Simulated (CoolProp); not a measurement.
A Linde-Hampson liquefier for CF4 (R14): isothermal reversible compression at 280 K from 1 atm to 25 MPa, throttling to 1 atm, return gas leaving the recuperator 0 K below the feed. Each further row changes one setting.

Values from CoolProp's reference Helmholtz-energy equation of state, Platzer 1990. This equation is an older, rougher fit; its heat capacities, sound speeds and derivatives of the liquid may be far off and weren't checked against measurements.

```tsv
case	liquid yield per pass	compression work (kJ/kg of gas)
as stated	___	126
high pressure 50 MPa	0.334	148
warm-end temperature 310 K	___	___
warm-end gap 5 K	___	126
```

Q: Some entries are withheld; supply them.

A: 
- as stated, liquid yield per pass: 0.341
- warm-end temperature 310 K, liquid yield per pass: 0.263
- warm-end temperature 310 K, compression work (kJ/kg of gas): 147
- warm-end gap 5 K, liquid yield per pass: 0.330
